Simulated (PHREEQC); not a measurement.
Dissolve 0.041 mol HCl and 0.00026 mol Li2SO4 per kg of water at 25 °C. It is in equilibrium with CO2 at log p = -3.5 (atm). Otherwise closed; pH follows from the charge balance.

Model: ion-association model, wateq4f.dat, run in PHREEQC.

Each row changes one thing in this solution. This is a speciation only: nothing precipitates in the calculation.

| case | pH | HSO4- (mol/kgw) | SO4-2 (mol/kgw) | LiSO4- (mol/kgw) | HCO3- (mol/kgw) |
|---|---|---|---|---|---|
| as made | 1.45 | 0.000173 | 8.67e-5 | 9.65e-8 | 1.62e-10 |
| Li2SO4 from 0.00026 to 0.00013 mol/kgw | 1.45 | 8.67e-5 | 4.32e-5 | 2.41e-8 | 1.62e-10 |
| diluted 100-fold with water | 3.40 | 9.12e-8 | 2.51e-6 | 5.19e-11 | 1.22e-8 |
| HCl from 0.041 to 0.0451 mol/kgw | 1.41 | 0.000177 | 8.26e-5 | 8.96e-8 | 1.49e-10 |
| Li2SO4 from 0.00026 to 5.2e-05 mol/kgw | 1.45 | 3.47e-5 | 1.73e-5 | 3.86e-9 | 1.61e-10 |
| HCl left out | 5.66 | 4.98e-8 | 0.000259 | 5.19e-7 | 2.28e-6 |

Complexes and solids missing from the database can't appear.
